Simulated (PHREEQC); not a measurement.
A solution holds 7.7 mmol/kgw ZnCl2 and 100 mmol/kgw NaCl, at 80 °C. Closed to the air; pH follows from the charge balance.

Model: ion-association model, phreeqc.dat, run in PHREEQC.

```json
{
 "pH": "5.12",
 "ionic_strength": "0.116 mol/kgw",
 "specific_conductance": "28200 µS/cm",
 "density": "0.977 g/cm³"
}
```

```csv
species,molality,activity,log γ
Cl-,0.112,0.0818,-0.135
Na+,0.100,0.0754,-0.123
Zn+2,0.00425,0.00136,-0.494
ZnCl+,0.00316,0.00233,-0.133
ZnCl2,0.000234,0.000240,0.012
ZnCl3-,3.95e-5,2.91e-5,-0.133
H+,9.42e-6,7.56e-6,-0.095
ZnOH+,8.90e-6,6.67e-6,-0.125
ZnCl4-2,5.37e-6,1.72e-6,-0.494
ZnOHCl,4.74e-7,4.87e-7,0.012
```

Precipitation was switched off in this run. Away from 25 °C the constants follow the database's enthalpies or fits; those with neither stay at their 25 °C values.
